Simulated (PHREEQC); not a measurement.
1 kg of water holding 0.52 mol/kgw NaHCO3 meets 20 L of dry gas (CO2 1 by moles) at fixed total pressure, at 25 °C; fugacities by Peng-Robinson. The gases take part in no redox reaction, some water evaporates into the gas, and hydrates or a liquid gas phase aren't modelled. No solid was allowed to form.

Model: Pitzer model, pitzer.dat, run in PHREEQC.

```
P (atm)  dissolved CO2 (all carbonate carbon) (mol/kgw)  φ of CO2    pH
-------  ----------------------------------------------  --------  ----
1                                                 0.547     0.994  7.35
2                                                 0.579     0.989  7.04
3                                                 0.610     0.983  6.87
5                                            (withheld)     0.972  6.65
7.5                                               0.742     0.959  6.48
10                                                0.812     0.945  6.37
15                                                0.945     0.919  6.20
20                                           (withheld)     0.892  6.09
30                                           (withheld)     0.840  5.95
40                                                 1.47     0.789  5.86
```

**Question.** What belongs in the gaps?

**Answer.** 
- 5, dissolved CO2 (all carbonate carbon) (mol/kgw): 0.670
- 20, dissolved CO2 (all carbonate carbon) (mol/kgw): 1.07
- 30, dissolved CO2 (all carbonate carbon) (mol/kgw): 1.29
